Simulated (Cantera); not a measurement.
**Transport properties of process gases**

Gas mixture: N2O = 0.79 (molar parts), at 11000 Pa, frozen composition.

Cantera's kinetic-theory transport with the Lennard-Jones parameters of GRI-Mech 3.0, ideal gas; thermal conductivity in the multicomponent form. The composition is frozen, though it would react at the higher temperatures.

| T (K) | ρ (kg/m³) | cp (J/kg/K) | μ (µPa s) | λ (mW/m/K) | Pr | D (cm²/s) N2 | D (cm²/s) H2 | D (cm²/s) O |
|---|---|---|---|---|---|---|---|---|
| 400 | 0.146 | 970.3 | 19.5 | 25.3 | 0.746 | 2.43 | 9.94 | 3.87 |
| 650 | 0.0896 | 1127 | 29.1 | 44.1 | 0.744 | 5.68 | 22.7 | 8.99 |
| 900 | 0.0647 | 1227 | 37.1 | 61.4 | 0.741 | 9.90 | 39.1 | 15.6 |
| 1150 | 0.0506 | 1285 | 44.1 | 76.8 | 0.738 | 15.0 | 58.8 | 23.6 |
| 1400 | 0.0416 | 1327 | 50.5 | 91.0 | 0.736 | 20.8 | 81.6 | 32.8 |
| 1650 | 0.0353 | 1359 | 56.4 | 104 | 0.734 | 27.4 | 107 | 43.1 |
| 1900 | 0.0306 | 1384 | 61.9 | 117 | 0.733 | 34.6 | 135 | 54.4 |
| 2150 | 0.0271 | 1402 | 67.2 | 129 | 0.732 | 42.5 | 166 | 66.8 |
| 2400 | 0.0243 | 1416 | 72.2 | 140 | 0.731 | 51.0 | 199 | 80.2 |
D: mixture-averaged diffusion coefficient of that species in the mixture.
